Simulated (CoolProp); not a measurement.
Values from CoolProp's reference Helmholtz-energy equation of state, Thol 2018.

Q: For hydrogen chloride, give the phase and the density (kg/m³), Joule-Thomson coefficient (K/MPa) at -22.65 °C and 11.3 MPa.

A: 
- -22.65 °C and 11.3 MPa: liquid; density 1040, Joule-Thomson coefficient -0.161
